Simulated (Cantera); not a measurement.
Charge: 1 mol Si, 2.8 mol Br₂, at 752 °C.

These are equilibrium values from Cantera (NASA tables, ideal gas, pure condensed phases), not measurements of a reactor. Candidate condensed phases: Br₂, Si; 9 gas species. The tables' values for SiBr₃ are old estimates; treat these amounts as uncertain. Equilibrium is a limit: real reactors are often held back by kinetics, nucleation or transport.

x: gas mole fraction; nothing condenses.

```
P (Pa)  x SiBr₄     x Br   x Br₂  x SiBr₃   x SiBr₂
------  -------  -------  ------  -------  --------
1         0.404    0.545  0.0508  7.96e-5   3.20e-6
3.60      0.432    0.446   0.122  2.89e-5   3.94e-7
13        0.469    0.313   0.218  1.24e-5   6.65e-8
46        0.501      [?]     [?]  5.97e-6       [?]
170       0.524    0.112   0.364  2.96e-6   3.42e-9
600       0.538      [?]   0.399  1.55e-6       [?]
2200      0.546   0.0334   0.420  7.98e-7  2.38e-10
7700      0.551   0.0181   0.431  4.25e-7  6.67e-11
28000     0.553  0.00956   0.438  2.22e-7  1.82e-11
100000    0.554  0.00508   0.441  1.17e-7  5.06e-12
```

Problem. What belongs in the gaps?

Solution. 
- 46, x Br: 0.196
- 46, x Br₂: 0.303
- 46, x SiBr₂: 1.45e-8
- 600, x Br: 0.0624
- 600, x SiBr₂: 9.04e-10
